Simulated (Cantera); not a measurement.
## NO annealing gas

A perfectly stirred reactor is fed with 16.4 % NO, 83.6 % N2, at 0.0533 atm; it is held at 2000 K, and followed from long to short residence time.

Cantera simulation using GRI-Mech 3.0 (53 species, 325 reactions); the numbers are that mechanism's predictions, not measurements.

| τ (s) | x NO | x N2 | x O2 | x N2O | x O | x NO2 |
|---|---|---|---|---|---|---|
| 8.6 | 0.0886 | 0.873 | 0.0373 | 2.99e-6 | 0.000577 | 1.50e-5 |
| 3.2 | 0.130 | 0.853 | 0.0166 | 6.81e-6 | 0.000407 | 1.50e-5 |
| 1.2 | 0.152 | 0.842 | 0.00557 | 9.74e-6 | 0.000273 | 1.11e-5 |
| 0.45 | 0.160 | 0.838 | 0.00177 | 1.09e-5 | 0.000201 | 8.16e-6 |
| 0.17 | 0.163 | 0.837 | 0.000541 | 1.12e-5 | 0.000157 | 6.37e-6 |
| 0.062 | 0.164 | 0.836 | 0.000130 | 1.08e-5 | 0.000110 | 4.58e-6 |
| 0.023 | 0.164 | 0.836 | 2.17e-5 | 9.34e-6 | 5.63e-5 | 2.44e-6 |
| 0.0087 | 0.164 | 0.836 | 2.70e-6 | 6.75e-6 | 2.11e-5 | 8.90e-7 |
| 0.0032 | 0.164 | 0.836 | 2.98e-7 | 3.78e-6 | 6.75e-6 | 2.40e-7 |
| 0.0012 | 0.164 | 0.836 | 3.64e-8 | 1.74e-6 | 2.25e-6 | 5.50e-8 |
| 0.00045 | 0.164 | 0.836 | 4.78e-9 | 7.16e-7 | 7.91e-7 | 1.05e-8 |
x: mole fraction; the columns are a selection and need not sum to one.
